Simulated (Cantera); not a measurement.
Input: 1 mol Si₂Cl₆, 0.31 mol HCl, 75 mol H₂, held at 4.60 mbar.

Cantera equilibrium calculation (NASA polynomials, part measured and part estimated; ideal gas, pure solids and liquids). Candidate condensed phases: Si; 19 gas species. The feed counts by its element totals alone. Gases not in the tables: Si₂H₆ and higher silanes. Kinetics and transport are ignored.

Problem. What share of the Si ends up in condensed phases as a function of T (K), at 850, 925, 1000, 1075, 1150, 1225, 1300, 1375, 1450, 1525, 1600, 1675, 1750?

Solution. 
```csv
T (K),Si condensed (%),as
850,23.1,Si(s)
925,30.2,Si(s)
1000,40.4,Si(s)
1075,51.0,Si(s)
1150,57.7,Si(s)
1225,59.4,Si(s)
1300,58.7,Si(s)
1375,57.3,Si(s)
1450,55.9,Si(s)
1525,54.5,Si(s)
1600,53.1,Si(s)
1675,51.5,Si(s)
1750,52.4,Si(l)
```
